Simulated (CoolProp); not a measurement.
Methane along the isobar 10.2 MPa: fugacity coefficient from the reference equation and from simpler models built on Tc = 190.6 K, pc = 4.599 MPa, ω = 0.011; each cubic takes its own stable root.

The numbers come from the reference Helmholtz-energy equation of state, Setzmann 1991 in CoolProp.

```tsv
T (K)	phase	reference
183.8	liquid	0.3226
226.4	supercritical	0.6132
269.1	supercritical	0.7798
311.7	supercritical	0.8704
354.4	supercritical	0.9249
397.1	supercritical	0.9595
439.7	supercritical	0.9822
482.4	supercritical	0.9976
525	supercritical	1.008
```

**Question.** How far does each simpler model (Soave-Redlich-Kwong, Peng-Robinson) lie from the reference over these 9 states: mean and median of the absolute difference, and the worst?

**Answer.** 
- Soave-Redlich-Kwong: mean 1.2 %, median 1.0 %, worst +2.6 % at 183.8 K and 10.2 MPa
- Peng-Robinson: mean 2.7 %, median 2.6 %, worst -4.7 % at 226.4 K and 10.2 MPa
